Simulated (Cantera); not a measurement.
An isothermal, constant-pressure homogeneous reactor starts with CO : O₂ : H₂O : N₂ = 0.0043 : 0.011 : 0.015 : 1 (molar parts), at 1398 K and 8.59 atm. Integrator tolerance rtol = 1e-08.

Detailed kinetics in Cantera: GRI-Mech 3.0 (53 species, 325 reactions).

What does this change do: temperature 1398 to 850 K?


| quantity | before | after |
|---|---|---|
| x(CO) at 300 s | 1.46e-8 (gas-phase equilibrium 1.46e-8) | 0.00102 (gas-phase equilibrium <1e-12) |
| x(O₂) at 300 s | 0.00861 (gas-phase equilibrium 0.00853) | 0.00911 (gas-phase equilibrium 0.00861) |
| x(H₂O) at 300 s | 0.0146 (gas-phase equilibrium 0.0146) | 0.0146 (gas-phase equilibrium 0.0146) |
| x(H) at 300 s | 2.48e-10 (gas-phase equilibrium 2.48e-10) | 2.68e-12 (gas-phase equilibrium <1e-12) |
| x(OH) at 300 s | 3.03e-6 (gas-phase equilibrium 3.02e-6) | 1.14e-10 (gas-phase equilibrium 3.68e-10) |

What does this change do: O2 0.011 to 0.0029 parts?


```
quantity                                            before                                      after
---------------  -----------------------------------------  -----------------------------------------
x(CO) at 300 s     1.46e-8 (gas-phase equilibrium 1.46e-8)    5.03e-8 (gas-phase equilibrium 5.11e-8)
x(O₂) at 300 s     0.00861 (gas-phase equilibrium 0.00853)  0.000735 (gas-phase equilibrium 0.000711)
x(H₂O) at 300 s      0.0146 (gas-phase equilibrium 0.0146)      0.0147 (gas-phase equilibrium 0.0147)
x(H) at 300 s    2.48e-10 (gas-phase equilibrium 2.48e-10)  4.60e-10 (gas-phase equilibrium 4.64e-10)
x(OH) at 300 s     3.03e-6 (gas-phase equilibrium 3.02e-6)    1.64e-6 (gas-phase equilibrium 1.63e-6)
```
